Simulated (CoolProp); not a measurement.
Vapour-liquid equilibrium of chloromethane (R40) (1) + isobutene (2) at 1080 kPa; x and y are mole fractions of (1).

Computed with CoolProp (multi-fluid Helmholtz-energy mixture model, Thol 2014 and Lemmon 2005; pair parameters Bell 2016).

```json
[
 {"x": "0.05", "bubble temperature, mixture model (K)": "345.0", "bubble temperature, Raoult's law (K)": "345.5", "y, mixture model": "0.086", "y, Raoult's law": "0.087"},
 {"x": "0.15", "bubble temperature, mixture model (K)": "340.9", "bubble temperature, Raoult's law (K)": "342.2", "y, mixture model": "0.235", "y, Raoult's law": "0.242"},
 {"x": "0.25", "bubble temperature, mixture model (K)": "337.5", "bubble temperature, Raoult's law (K)": "339.1", "y, mixture model": "0.362", "y, Raoult's law": "0.377"},
 {"x": "0.35", "bubble temperature, mixture model (K)": "334.5", "bubble temperature, Raoult's law (K)": "336.2", "y, mixture model": "0.471", "y, Raoult's law": "0.495"},
 {"x": "0.45", "bubble temperature, mixture model (K)": "331.9", "bubble temperature, Raoult's law (K)": "333.5", "y, mixture model": "0.569", "y, Raoult's law": "0.599"},
 {"x": "0.55", "bubble temperature, mixture model (K)": "329.6", "bubble temperature, Raoult's law (K)": "331.0", "y, mixture model": "0.658", "y, Raoult's law": "0.691"},
 {"x": "0.65", "bubble temperature, mixture model (K)": "327.5", "bubble temperature, Raoult's law (K)": "328.7", "y, mixture model": "0.741", "y, Raoult's law": "0.773"},
 {"x": "0.75", "bubble temperature, mixture model (K)": "325.6", "bubble temperature, Raoult's law (K)": "326.5", "y, mixture model": "0.818", "y, Raoult's law": "0.846"},
 {"x": "0.85", "bubble temperature, mixture model (K)": "323.9", "bubble temperature, Raoult's law (K)": "324.4", "y, mixture model": "0.893", "y, Raoult's law": "0.912"},
 {"x": "0.95", "bubble temperature, mixture model (K)": "322.3", "bubble temperature, Raoult's law (K)": "322.4", "y, mixture model": "0.965", "y, Raoult's law": "0.972"}
]
```

The largest gap from Raoult's law is -1.7 K in bubble temperature, at x = 0.35. No azeotrope shows between x = 0.05 and 0.95.

Pair parameters are fitted to limited data, so mixtures are less certain than the pure fluids.
